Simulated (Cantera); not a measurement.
# Tantalum, niobium, vanadium and zirconium in process gases: Nb + H₂O

Feed: 1 mol Nb, 6.3 mol H₂O.

These are equilibrium values from Cantera (NASA tables, ideal gas, pure condensed phases), not measurements of a reactor. Candidate condensed phases: H₂O, Nb, NbO, NbO₂, Nb₂O₅; 12 gas species. Condensed phases not in the tables: the oxides between NbO₂ and Nb₂O₅. Kinetics and transport are ignored.

Map the stable condensed phases over T = 575, 725, 875, 1025, 1175, 1325, 1475, 1625, 1775, 1925, 2075, 2225, 2375, 2525 °C and P in Pa = 0.10, 0.60, 3.6, 22, 130, 770, 4600, 28000, 170000, 1000000.


```
T in °C \ P in Pa
            0.10    0.60     3.6      22     130     770    4600   28000  170000 1000000
   2525        A       A       A       A       A       A       A       B       B       B
   2375        A       A       A       A       A       A       B       B       B       B
   2225        A       A       A       A       A       B       B       B       B       B
   2075        A       A       A       A       B       B       B       B       B       B
   1925        A       A       A       B       B       B       B       B       B       B
   1775        A       A       B       B       B       B       B       B       B       B
   1625        A       B       B       B       B       B       B       B       B       B
   1475        B       B       B       B       B       B       B       B       B       B
   1325        B       B       B       B       B       B       B       B       B       B
   1175        B       B       B       B       B       B       B       B       B       B
   1025        B       B       B       B       B       B       B       B       B       B
    875        B       B       B       B       B       B       B       B       B       B
    725        B       B       B       B       B       B       B       B       B       B
    575        B       B       B       B       B       B       B       B       B       B
```
A: gas only; B: Nb₂O₅.
